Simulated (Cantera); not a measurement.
Feed: 1 mol Si, 2.5 mol HCl, 0.85 mol H2, 1.3 mol Cl2, held at 752 °C and 1.10 bar.

Method: chemical equilibrium by Gibbs-energy minimisation in Cantera with the NASA 1993 tables (ideal gas, pure condensed phases). The tables' values for SiCl3 are old estimates; treat these amounts as uncertain. Equilibrium is a limit: real reactors are often held back by kinetics, nucleation or transport.

```
species    before     after
-------  --------  --------
H2          0.421     0.384
HCl         0.305     0.346
SiCl4       0.271     0.227
SiCl3    0.000112    0.0184
SiHCl3    0.00322    0.0178
SiCl2     9.76e-7   0.00631
SiH2Cl2   4.24e-6  0.000211
```
Gas species are given as mole fractions.

Task: Name the change that produced these shifts.
A) HCl from 2.5 to 1.5 mol
B) Cl2 from 1.3 to 1.6 mol
C) temperature from 752 °C to 302 °C
D) temperature from 752 °C to 1127 °C

Result: D, temperature from 752 °C to 1127 °C
